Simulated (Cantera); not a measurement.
# Ignition delay

Mixture: CO : H₂ : O₂ : N₂ = 1 : 0.9 : 2.32 : 8.71 (molar parts), at 7500 Torr, adiabatic and at constant volume. Ignition delay is the time to a rise of 400 K.

Model: GRI-Mech 3.0 (53 species, 325 reactions), integrated in Cantera. The hydrogen kinetics of GRI-Mech 3.0 are dated; newer H2 mechanisms differ, most at raised pressure. Below about 950 K walls govern HO2 and H2O2 in real vessels.

```json
[
 {"T0 (K)": "925", "delay (ms)": "51.3"},
 {"T0 (K)": "1025", "delay (ms)": "3.90"},
 {"T0 (K)": "1125", "delay (ms)": "0.336"},
 {"T0 (K)": "1225", "delay (ms)": "0.0224"},
 {"T0 (K)": "1325", "delay (ms)": "0.00601"},
 {"T0 (K)": "1425", "delay (ms)": "0.00332"},
 {"T0 (K)": "1525", "delay (ms)": "0.00231"},
 {"T0 (K)": "1625", "delay (ms)": "0.00183"}
]
```
